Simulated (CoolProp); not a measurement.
Vapour-liquid equilibrium of n-heptane (1) + m-xylene (2) at 0.589 MPa; x and y are mole fractions of (1).

Computed with CoolProp (multi-fluid Helmholtz-energy mixture model, Span 2003 and Zhou 2012; pair parameters Bell 2016).

```json
[
 {"x": "0.05", "bubble temperature (K)": "488.3", "y at the bubble point": "0.109", "dew temperature at overall composition x (K)": "490.6", "liquid density (mol/L)": "6.241"},
 {"x": "0.125", "bubble temperature (K)": "482.6", "y at the bubble point": "0.246", "dew temperature at overall composition x (K)": "487.6", "liquid density (mol/L)": "6.182"},
 {"x": "0.2", "bubble temperature (K)": "477.6", "y at the bubble point": "0.360", "dew temperature at overall composition x (K)": "484.5", "liquid density (mol/L)": "6.118"},
 {"x": "0.275", "bubble temperature (K)": "473.2", "y at the bubble point": "0.455", "dew temperature at overall composition x (K)": "481.3", "liquid density (mol/L)": "6.049"},
 {"x": "0.35", "bubble temperature (K)": "469.3", "y at the bubble point": "0.537", "dew temperature at overall composition x (K)": "478.0", "liquid density (mol/L)": "5.977"},
 {"x": "0.425", "bubble temperature (K)": "465.7", "y at the bubble point": "0.610", "dew temperature at overall composition x (K)": "474.6", "liquid density (mol/L)": "5.904"},
 {"x": "0.5", "bubble temperature (K)": "462.5", "y at the bubble point": "0.674", "dew temperature at overall composition x (K)": "471.1", "liquid density (mol/L)": "5.829"},
 {"x": "0.575", "bubble temperature (K)": "459.5", "y at the bubble point": "0.733", "dew temperature at overall composition x (K)": "467.5", "liquid density (mol/L)": "5.755"},
 {"x": "0.65", "bubble temperature (K)": "…", "y at the bubble point": "0.787", "dew temperature at overall composition x (K)": "463.7", "liquid density (mol/L)": "5.680"},
 {"x": "0.725", "bubble temperature (K)": "454.0", "y at the bubble point": "…", "dew temperature at overall composition x (K)": "…", "liquid density (mol/L)": "5.605"},
 {"x": "0.8", "bubble temperature (K)": "451.5", "y at the bubble point": "0.885", "dew temperature at overall composition x (K)": "456.0", "liquid density (mol/L)": "5.531"},
 {"x": "0.875", "bubble temperature (K)": "449.1", "y at the bubble point": "0.930", "dew temperature at overall composition x (K)": "…", "liquid density (mol/L)": "5.457"},
 {"x": "0.95", "bubble temperature (K)": "446.8", "y at the bubble point": "0.972", "dew temperature at overall composition x (K)": "448.0", "liquid density (mol/L)": "5.385"}
]
```

Problem. What belongs in the gaps?

Solution. 
- 0.65, bubble temperature (K): 456.7
- 0.725, y at the bubble point: 0.837
- 0.725, dew temperature at overall composition x (K): 459.9
- 0.875, dew temperature at overall composition x (K): 452.0

No azeotrope shows between x = 0.05 and 0.95.

The pair parameters rest on a limited set of measurements; away from them the model extrapolates.
